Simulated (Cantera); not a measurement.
A closed system holds: 1 mol Ca(OH)₂, 0.17 mol H₂O, equilibrated at 1550 K and 2480 Torr.

These are equilibrium values from Cantera (NASA tables, ideal gas, pure condensed phases), not measurements of a reactor. Candidate condensed phases: Ca, CaO, Ca(OH)₂, H₂O; 14 gas species. Rates play no part.

Base state: H₂O 1.000, H₂ 0.000206, O₂ 9.30e-5, OH 4.06e-5 (mole fractions); condensed: CaO(s).

Task: What changes in the equilibrium state with this change: temperature from 1550 K to 1775 K?

Result: 
| species | before | after |
|---|---|---|
| H₂O | 1.000 | 0.998 |
| H₂ | 0.000206 | 0.00108 |
| O₂ | 9.30e-5 | 0.000466 |
| Ca(OH)₂ | 1.07e-6 | 1.41e-5 |
| OH | 4.06e-5 | 0.000301 |
| CaO(s), mol | 1.000 | 1.000 |

Task: What changes in the equilibrium state with this change: Ca(OH)₂ replaced by MgCO₃?

Result: 
```
species        before     after
-----------  --------  --------
CO₂                 0     0.854
H₂O             1.000     0.145
CO                  0  0.000352
H₂           0.000206   2.14e-5
OH            4.06e-5   1.83e-5
CaO(s), mol     1.000         0
MgO(s), mol         0      1.00
```
Further candidate phases: C, C₆H₆, C₇H₈, C₈H₁₈, Mg, MgCO₃, MgO, Mg(OH)₂.
